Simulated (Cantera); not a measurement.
Feed: 1 mol HMDSO, a varied amount of N2O, equilibrated at 750 °C and 0.133 bar.

These are equilibrium values from Cantera (NASA tables, ideal gas, pure condensed phases), not measurements of a reactor. Candidate condensed phases: C, C6H6, C7H8, C8H18, H2O, Si, SiC, SiO2, Si2N2O, Si3N4; 151 gas species. The feed counts by its element totals alone. Mutual solubility and eutectic melting of coexisting phases are not modelled. Equilibrium is a limit: real reactors are often held back by kinetics, nucleation or transport.

Task: Which condensed phases are stable at each of these points (n(N2O) (mol)): 0.22, 0.36, 0.6, 0.99, 1.6, 2.7, 4.4, 7.3, 12, 20, 33?

Result: 
| n(N2O) (mol) | condensed phases | Si condensed (%) |
|---|---|---|
| 0.22 | C(graphite) + SiC(s) + SiO2(β-quartz) + Si2N2O(s) | 100.0 |
| 0.36 | C(graphite) + SiC(s) + SiO2(β-quartz) + Si2N2O(s) | 100.0 |
| 0.6 | C(graphite) + SiC(s) + SiO2(β-quartz) + Si2N2O(s) | 100.0 |
| 0.99 | C(graphite) + SiO2(β-quartz) + Si2N2O(s) | 100.0 |
| 1.6 | C(graphite) + SiO2(β-quartz) + Si2N2O(s) | 100.0 |
| 2.7 | C(graphite) + SiO2(β-quartz) + Si2N2O(s) | 100.0 |
| 4.4 | C(graphite) + SiO2(β-quartz) | 100.0 |
| 7.3 | C(graphite) + SiO2(β-quartz) | 100.0 |
| 12 | SiO2(β-quartz) | 100.0 |
| 20 | SiO2(β-quartz) | 100.0 |
| 33 | SiO2(β-quartz) | 100.0 |

From 0.22 mol N2O to 0.6 mol N2O the condensed part is C(graphite) + SiC(s) + SiO2(β-quartz) + Si2N2O(s). From 0.99 mol N2O to 2.7 mol N2O the condensed part is C(graphite) + SiO2(β-quartz) + Si2N2O(s). From 4.4 mol N2O to 7.3 mol N2O the condensed part is C(graphite) + SiO2(β-quartz). From 12 mol N2O to 33 mol N2O the condensed part is SiO2(β-quartz).
